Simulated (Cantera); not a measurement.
Input: 1 mol AlCl3, 0.45 mol NH3, 520 mol H2, at 1350 °C and 0.00133 bar.

Equilibrium computed with Cantera from the NASA thermochemical tables; the gas is ideal and each condensed phase is pure. Candidate condensed phases: Al, AlCl3, AlN, NH4Cl; 20 gas species. Kinetics and transport are ignored.

Base state: H2 0.992, HCl 0.00382, AlCl 0.00190, H 0.00189, N2 0.000430 (mole fractions); condensed: gas only.

Question: What changes in the equilibrium state with this change: pressure from 0.00133 bar to 0.0133 bar?

Answer: 
```json
[
 {"species": "H2", "before": "0.992", "after": "0.993"},
 {"species": "HCl", "before": "0.00382", "after": "0.00380"},
 {"species": "AlCl", "before": "0.00190", "after": "0.00189"},
 {"species": "H", "before": "0.00189", "after": "0.000597"},
 {"species": "AlCl2", "before": "7.08e-6", "after": "2.22e-5"},
 {"species": "N2", "before": "0.000430", "after": "0.000430"}
]
```
The tables' values for AlCl2 are old estimates; treat these amounts as uncertain.

Question: What changes in the equilibrium state with this change: pressure from 0.00133 bar to 0.530 bar?

Answer: 
| species | before | after |
|---|---|---|
| H2 | 0.992 | 0.994 |
| HCl | 0.00382 | 0.00361 |
| AlCl | 0.00190 | 0.00174 |
| H | 0.00189 | 9.47e-5 |
| AlCl3 | 1.35e-7 | 4.41e-5 |
| AlCl2 | 7.08e-6 | 0.000123 |
| N2 | 0.000430 | 0.000430 |
The tables' values for AlCl2 are old estimates; treat these amounts as uncertain.
